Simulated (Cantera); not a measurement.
Cantera run:

```python
import numpy as np
import cantera as ct

gas_names = """
    C CH CH2 CH3 CH2OH CH3O CH4 CH3OH CO CO2 COOH C2 C2H CHCO,ketyl C2H2,acetylene C2H2,vinylidene
    CH2CO,ketene C2H3,vinyl CH3CO,acetyl C2H4 C2H4O,ethylen CH3CHO,ethanal CH3COOH (HCOOH)2 C2H5 C2H6
    CH3OCH3 C2H5OH C2O C3 C3H3,propargyl C3H4,allene C3H4,propyne C3H4,cyclo- C3H5,allyl C3H6,propylene
    C3H6,cyclo- C3H6O C3H7,n-propyl C3H7,i-propyl C3H8 C3H8O,1propanol C3H8O,2propanol C3O2 C4 C4H2
    C4H4,1,3-cyclo- C4H6,butadiene C4H6,2-butyne C4H6,cyclo- C4H8,1-butene C4H8,cis2-buten
    C4H8,tr2-butene C4H8,isobutene C4H8,cyclo- (CH3COOH)2 C4H9,n-butyl C4H9,i-butyl C4H9,s-butyl
    C4H9,t-butyl C4H10,isobutane C4H10,n-butane C5 C5H6,1,3cyclo- C5H8,cyclo- C5H10,1-pentene
    C5H10,cyclo- C5H11,pentyl C5H11,t-pentyl C5H12,n-pentane C5H12,i-pentane CH3C(CH3)2CH3 C6H2
    C6H5,phenyl C6H5O,phenoxy C6H6 C6H5OH,phenol C6H10,cyclo- C6H12,1-hexene C6H12,cyclo- C6H13,n-hexyl
    C7H7,benzyl C7H8 C7H8O,cresol C7H14,1-heptene C7H15,n-heptyl C7H16,n-heptane C8H8,styrene
    C8H10,ethylbenz C8H16,1-octene C8H17,n-octyl C8H18,isooctane C8H18,n-octane C9H19,n-nonyl
    C10H8,naphthale C10H21,n-decyl C12H9,o-bipheny C12H10,bipheny H HCO HO2 H2 HCHO,formaldehy HCOOH H2O
    H2O2 O OH O2 O3
""".split()
cond_names = """
    C(gr) C6H6(L) C7H8(L) C8H18(L),n-octa H2O(s) H2O(L)
""".split()


def load(file, names, dense=False):
    # The tables refer to 1 bar. Condensed volumes are neglected.
    table = {s.name: s for s in ct.Species.list_from_file(file)}
    out = []
    for n in names:
        d = dict(table[n].input_data)
        d["thermo"] = dict(d["thermo"], **{"reference-pressure": 1e5})
        if dense:
            d["equation-of-state"] = {"model": "constant-volume", "density": "1e6 g/cm^3"}
        out.append(ct.Species.from_dict(d))
    return out


gas = ct.Solution(thermo="ideal-gas", species=load("nasa_gas.yaml", gas_names))
cond = {s.name: ct.Solution(thermo="fixed-stoichiometry", species=[s], name=s.name)
        for s in load("nasa_condensed.yaml", cond_names, dense=True)}
atoms = {
    'acetone': {'C': 3, 'H': 6, 'O': 1},
    'H2': {'H': 2},
}
top_T = {'C(gr)': 4500}  # K; cautious upper limits of use, not melting points


def equilibrate(T, P, feed):
    n = {}
    for name, mol in feed.items():
        for a, k in atoms[name].items():
            n[a] = n.get(a, 0.0) + k * mol
    gas.TPX = T, P, n
    mass = sum(n.values()) * gas.mean_molecular_weight
    gas.equilibrate("TP")
    valid = [c for c in cond.values() if c.min_temp <= T <= top_T.get(c.name, c.max_temp)]
    mix = ct.Mixture([(gas, mass / gas.mean_molecular_weight)] + [(c, 0.0) for c in valid])
    mix.T, mix.P = T, P
    mix.equilibrate("TP", solver="vcs", rtol=1e-11, max_steps=5000)
    return mix


results = []
T = 998  # K
P = 101325  # Pa
for m in [2.1, 3.4, 5.5, 8.7, 14, 22, 35, 56, 90]:
    feed = {'acetone': 1, 'H2': m}  # mol
    mix = equilibrate(T, P, feed)
    results.append((T, P, feed, dict(zip(mix.species_names, mix.species_moles))))
    x = sorted(zip(gas.X, gas.species_names), reverse=True)
    print(f"T = {T:g} K  P = {P:g} Pa  n(H2) = {m:g} mol  gas = {mix.phase_moles(0):.4g} mol")
    print("   x: " + "  ".join(f"{s} {v:.3e}" for v, s in x if v > 1e-06))
    print("   condensed (mol): " + ("  ".join(f"{mix.phase(i).name} {mix.phase_moles(i):.4g}"
          for i in range(1, mix.n_phases) if mix.phase_moles(i) > 1e-12) or "none"))
```

Result:

```
T = 998 K  P = 101325 Pa  n(H2) = 2.1 mol  gas = 5.51 mol
   x: H2 7.692e-01  CO 1.238e-01  CH4 5.849e-02  H2O 3.939e-02  CO2 9.172e-03
   condensed (mol): C(gr) 1.945
T = 998 K  P = 101325 Pa  n(H2) = 3.4 mol  gas = 6.712 mol
   x: H2 7.949e-01  CO 1.026e-01  CH4 6.245e-02  H2O 3.375e-02  CO2 6.307e-03
   condensed (mol): C(gr) 1.85
T = 998 K  P = 101325 Pa  n(H2) = 5.5 mol  gas = 8.652 mol
   x: H2 8.216e-01  CO 8.046e-02  CH4 6.672e-02  H2O 2.735e-02  CO2 3.878e-03
   condensed (mol): C(gr) 1.693
T = 998 K  P = 101325 Pa  n(H2) = 8.7 mol  gas = 11.61 mol
   x: H2 8.454e-01  CH4 7.065e-02  CO 6.056e-02  H2O 2.119e-02  CO2 2.197e-03  C2H6 1.023e-06
   condensed (mol): C(gr) 1.451
T = 998 K  P = 101325 Pa  n(H2) = 14 mol  gas = 16.5 mol
   x: H2 8.663e-01  CH4 7.419e-02  CO 4.298e-02  H2O 1.541e-02  CO2 1.106e-03  C2H6 1.101e-06
   condensed (mol): C(gr) 1.048
T = 998 K  P = 101325 Pa  n(H2) = 22 mol  gas = 23.89 mol
   x: H2 8.818e-01  CH4 7.687e-02  CO 2.988e-02  H2O 1.090e-02  CO2 5.349e-04  C2H6 1.161e-06
   condensed (mol): C(gr) 0.4369
T = 998 K  P = 101325 Pa  n(H2) = 35 mol  gas = 36.35 mol
   x: H2 9.087e-01  CH4 6.403e-02  CO 1.825e-02  H2O 8.750e-03  CO2 2.544e-04
   condensed (mol): none
T = 998 K  P = 101325 Pa  n(H2) = 56 mol  gas = 57.11 mol
   x: H2 9.398e-01  CH4 4.278e-02  CO 9.635e-03  H2O 7.647e-03  CO2 1.135e-04
   condensed (mol): none
T = 998 K  P = 101325 Pa  n(H2) = 90 mol  gas = 90.88 mol
   x: H2 9.608e-01  CH4 2.819e-02  H2O 6.143e-03  CO 4.773e-03  CO2 4.417e-05
   condensed (mol): none
```

These are equilibrium values from Cantera (NASA tables, ideal gas, pure condensed phases), not measurements of a reactor. The feed counts by its element totals alone.
